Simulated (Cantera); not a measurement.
Feed: 1 mol C₆H₆, 8.4 mol H₂, equilibrated at 0.100 bar.

Equilibrium computed with Cantera from the NASA thermochemical tables; the gas is ideal and each condensed phase is pure. Candidate condensed phases: C, C₆H₆, C₇H₈, C₈H₁₈; 86 gas species. Ions and electrons are included (thermal ionisation). Rates play no part.

Which condensed phases are stable at each of these points (T (K)): 2000, 2250, 2500, 2750, 3000, 3250, 3500, 3750, 4000, 4250, 4500, 4750, 5000?


```json
[
 {"T (K)": "2000", "condensed phases": "C(graphite)", "C condensed (%)": "99.7"},
 {"T (K)": "2250", "condensed phases": "C(graphite)", "C condensed (%)": "98.7"},
 {"T (K)": "2500", "condensed phases": "C(graphite)", "C condensed (%)": "96.0"},
 {"T (K)": "2750", "condensed phases": "C(graphite)", "C condensed (%)": "90.1"},
 {"T (K)": "3000", "condensed phases": "C(graphite)", "C condensed (%)": "77.6"},
 {"T (K)": "3250", "condensed phases": "C(graphite)", "C condensed (%)": "28.1"},
 {"T (K)": "3500", "condensed phases": "gas only", "C condensed (%)": "0.0"},
 {"T (K)": "3750", "condensed phases": "gas only", "C condensed (%)": "0.0"},
 {"T (K)": "4000", "condensed phases": "gas only", "C condensed (%)": "0.0"},
 {"T (K)": "4250", "condensed phases": "gas only", "C condensed (%)": "0.0"},
 {"T (K)": "4500", "condensed phases": "gas only", "C condensed (%)": "0.0"},
 {"T (K)": "4750", "condensed phases": "gas only", "C condensed (%)": "0.0"},
 {"T (K)": "5000", "condensed phases": "gas only", "C condensed (%)": "0.0"}
]
```

From 2000 K to 3250 K the condensed part is C(graphite). From 3500 K to 5000 K nothing is condensed.
